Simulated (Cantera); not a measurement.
Input: 1 mol Si, 0.15 mol CO₂, 2.1 mol N₂, equilibrated at 1700 K and 1.30 Pa.

These are equilibrium values from Cantera (NASA tables, ideal gas, pure condensed phases), not measurements of a reactor. Candidate condensed phases: C, Si, SiC, SiO₂, Si₂N₂O, Si₃N₄; 34 gas species. Mutual solubility and eutectic melting of coexisting phases are not modelled. The tables' values for SiN are old estimates; treat these amounts as uncertain. Kinetics and transport are ignored.

Base state: N₂ 0.829, SiO 0.112, Si 0.0522, CO 0.00604, Si₂C 0.000315, Si₂ 0.000229, Si₂N 0.000187, SiN 0.000104 (mole fractions); condensed: Si(l) + SiC(s).

Question: What changes in the equilibrium state with this change: temperature from 1700 K to 900 K?

Answer: 
```tsv
species	before	after
N₂	0.829	1.00
CO	0.00604	3.50e-9
SiO	0.112	<1e-9
Si	0.0522	<1e-9
Si₂C	0.000315	<1e-9
Si₂	0.000229	<1e-9
Si₂N	0.000187	<1e-9
SiN	0.000104	<1e-9
Si(l), mol	0.445	0
SiC(s), mol	0.134	0
C(graphite), mol	0	0.150
Si₂N₂O(s), mol	0	0.300
Si₃N₄(s), mol	0	0.133
```
N₂ is the only nitrogen source here; it is nearly inert below about 1500 K, so the nitride shown seldom forms there in practice.
